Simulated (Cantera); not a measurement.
Charge: 1 mol Si3N4, 69 mol HCl, 17 mol H2, held at 1498 K and 65.0 mbar.

Equilibrium computed with Cantera from the NASA thermochemical tables; the gas is ideal and each condensed phase is pure. Candidate condensed phases: NH4Cl, Si, Si3N4; 28 gas species. The tables' values for SiCl3 are old estimates; treat these amounts as uncertain. The numbers say what is thermodynamically allowed, not how fast it happens.

Base state: HCl 0.686, H2 0.255, N2 0.0233, SiCl4 0.0193, SiCl2 0.00792, SiCl3 0.00692, SiHCl3 0.000739, Cl 7.38e-5 (mole fractions); condensed: gas only.

### Question
What changes in the equilibrium state with this change: pressure from 65.0 mbar to 1.33 mbar?

### Answer
| species | before | after |
|---|---|---|
| HCl | 0.686 | 0.710 |
| H2 | 0.255 | 0.232 |
| SiCl2 | 0.00792 | 0.0286 |
| SiCl4 | 0.0193 | 0.00169 |
| N2 | 0.0233 | 0.0228 |
| SiHCl3 | 0.000739 | 5.66e-5 |
| Cl | 7.38e-5 | 0.000560 |
| H | 3.41e-5 | 0.000227 |
| SiCl3 | 0.00692 | 0.00388 |
